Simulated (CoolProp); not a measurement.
A single-stage vapour-compression cycle with the fluid: evaporating at 317.15 K (dew point), condensing at 373.15 K (bubble point), superheat 2 K, subcooling 0 K, compressor efficiency 0.65, no pressure losses. The same conditions are run with several fluids, on thermodynamics alone (safety and materials aside).

Computed with CoolProp (reference Helmholtz-energy equation of state of each fluid (R236FA: Pan 2012; R1336mzz(E): Akasaka 2023; isobutene: Lemmon 2005; trans-2-butene: Lemmon 2005; R142b: Lemmon 2006; c-C4F8 (RC318): Platzer 1990)). The equations of Platzer and Polt are older, rougher fits.

| fluid | cooling COP | pressure ratio | discharge temperature (K) | refrigerating effect (kJ/kg) | volumetric capacity (kJ/m³) |
|---|---|---|---|---|---|
| R236FA | 1.95 | 3.94 | 374.9 | 57.1 | 1860 |
| R1336mzz(E) | 2.05 | 4.16 | 373.3 | 59.2 | 1490 |
| isobutene | 2.42 | 3.50 | 380.8 | 188 | 2370 |
| trans-2-butene | 2.58 | 3.68 | 382.7 | 216 | 2100 |
| R142b | 2.43 | 3.56 | 386.6 | 107 | 2710 |
| c-C4F8 (RC318) | 1.26 | 3.73 | 373.2 | 24.4 | 1190 |

The compression ends wet for: c-C4F8 (RC318).
